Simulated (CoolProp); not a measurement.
Vapour-liquid equilibrium of cyclohexane (1) + ethylbenzene (2) at 34.05 °C; x and y are mole fractions of (1).

Computed with CoolProp (multi-fluid Helmholtz-energy mixture model, Zhou 2014 and Zhou 2012; pair parameters Bell 2016).

| x | bubble pressure (MPa) | y at the bubble point | dew pressure at overall composition x (MPa) | liquid density (mol/L) |
|---|---|---|---|---|
| 0.05 | 0.003245 | 0.382 | 0.002210 | 8.097 |
| 0.15 | 0.005453 | 0.669 | ? | 8.192 |
| 0.25 | 0.007522 | 0.786 | 0.002736 | 8.289 |
| 0.35 | ? | 0.850 | ? | 8.388 |
| 0.45 | ? | 0.889 | 0.003590 | 8.488 |
| 0.55 | 0.01272 | 0.918 | 0.004253 | 8.591 |
| 0.65 | 0.01419 | 0.939 | 0.005215 | 8.696 |
| 0.75 | 0.01561 | 0.958 | 0.006730 | 8.805 |
| 0.85 | 0.01703 | 0.975 | 0.009433 | 8.917 |
| 0.95 | 0.01852 | ? | ? | 9.033 |

Fill in the missing entries.


- 0.15, dew pressure at overall composition x (MPa): 0.002445
- 0.35, bubble pressure (MPa): 0.009418
- 0.35, dew pressure at overall composition x (MPa): 0.003105
- 0.45, bubble pressure (MPa): 0.01114
- 0.95, y at the bubble point: 0.991
- 0.95, dew pressure at overall composition x (MPa): 0.01500

No azeotrope shows between x = 0.05 and 0.95.

Pair parameters are fitted to limited data, so mixtures are less certain than the pure fluids.
